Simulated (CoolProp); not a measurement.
Toluene along the isotherm 620 K: Z from the reference equation and from simpler models built on Tc = 591.7 K, pc = 4.126 MPa, ω = 0.266; each cubic takes its own stable root.

Values from CoolProp's reference Helmholtz-energy equation of state, Lemmon 2006. It is a short technical equation, of lower accuracy than the large ones.

```
p (MPa)          phase  reference  van der Waals  Redlich-Kwong  Soave-Redlich-Kwong  Peng-Robinson
-------  -------------  ---------  -------------  -------------  -------------------  -------------
0.0326             gas     0.9975         0.9979         0.9976               0.9977         0.9974
0.0479             gas     0.9963         0.9969         0.9965               0.9966         0.9962
0.0703             gas     0.9946         0.9955         0.9949               0.9950         0.9944
0.103              gas     0.9921         0.9933         0.9925               0.9927         0.9918
0.151              gas     0.9884         0.9902         0.9890               0.9893         0.9880
0.222              gas     0.9829         0.9856         0.9838               0.9842         0.9823
0.326              gas     0.9748            [?]         0.9762                  [?]         0.9739
0.479              gas     0.9627            [?]            [?]               0.9656         0.9614
0.703              gas     0.9447         0.9531         0.9477               0.9490         0.9429
1.03               gas     0.9178         0.9299         0.9222               0.9242            [?]
1.51               gas     0.8767            [?]         0.8831               0.8863         0.8736
2.22               gas     0.8115         0.8358         0.8208               0.8263         0.8082
3.26               gas        [?]         0.7335         0.7156               0.7263         0.7014
4.79     supercritical     0.4945         0.4641         0.4900               0.5273         0.4982
7.03     supercritical     0.2980         0.3983         0.3522               0.3700            [?]
10.3     supercritical     0.3732         0.5132         0.4304               0.4408         0.3998
```

Question: What belongs in the gaps?

Answer: 
- 0.326, van der Waals: 0.9787
- 0.326, Soave-Redlich-Kwong: 0.9767
- 0.479, van der Waals: 0.9684
- 0.479, Redlich-Kwong: 0.9647
- 1.03, Peng-Robinson: 0.9154
- 1.51, van der Waals: 0.8940
- 3.26, reference: 0.7037
- 7.03, Peng-Robinson: 0.3394
